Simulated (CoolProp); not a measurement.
Model: reference Helmholtz-energy equation of state, Bücker 2006, in CoolProp.

Q: For n-butane, give the phase and the speed of sound (m/s), Joule-Thomson coefficient (K/MPa), viscosity (µPa s), conductivity (mW/(m K)) at 232.1 K and 4800 kPa; 232.1 K and 6400 kPa.

A: 
- 232.1 K and 4800 kPa: liquid; speed of sound 1290, Joule-Thomson coefficient -0.475, viscosity 334, conductivity 137
- 232.1 K and 6400 kPa: liquid; speed of sound 1300, Joule-Thomson coefficient -0.478, viscosity 339, conductivity 138

Viscosity comes from a separate model (Vogel 1999). Thermal conductivity comes from a separate model (Perkins 2002).
